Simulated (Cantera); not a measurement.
Feed: 1 mol LiCl, 0.071 mol O₂, 15 mol H₂, equilibrated at 1675 K and 15.0 Pa.

Method: chemical equilibrium by Gibbs-energy minimisation in Cantera with the NASA 1993 tables (ideal gas, pure condensed phases). Candidate condensed phases: H₂O, Li, LiCl, LiH, LiOH, Li₂O; 25 gas species. Equilibrium is a limit: real reactors are often held back by kinetics, nucleation or transport.

Base state: H₂ 0.917, LiCl 0.0591, H 0.00908, H₂O 0.00873, HCl 0.00305, Li 0.00298, LiOH 8.85e-5, Cl 2.35e-5 (mole fractions); condensed: gas only.

Task: What changes in the equilibrium state with this change: LiCl replaced by BaF₂?

Result: 
```json
[
 {"species": "H₂", "before": "0.917", "after": "0.902"},
 {"species": "BaF₂", "before": "0", "after": "0.0429"},
 {"species": "HF", "before": "0", "after": "0.0191"},
 {"species": "LiCl", "before": "0.0591", "after": "0"},
 {"species": "BaF", "before": "0", "after": "0.0185"},
 {"species": "HCl", "before": "0.00305", "after": "0"},
 {"species": "Li", "before": "0.00298", "after": "0"},
 {"species": "Ba", "before": "0", "after": "0.000245"},
 {"species": "LiOH", "before": "8.85e-5", "after": "0"}
]
```
Further candidate phases: Ba, BaF₂, BaO, Ba(OH)₂.

Task: What changes in the equilibrium state with this change: 0.44 mol HF added?

Result: 
```tsv
species	before	after
H₂	0.917	0.894
LiCl	0.0591	0.0514
HF	0	0.0184
LiF	0	0.00819
LiOH	8.85e-5	2.56e-5
Li	0.00298	0.000866
Cl	2.35e-5	7.05e-5
HCl	0.00305	0.00901
H₂O	0.00873	0.00856
```
Further candidate phases: LiF.
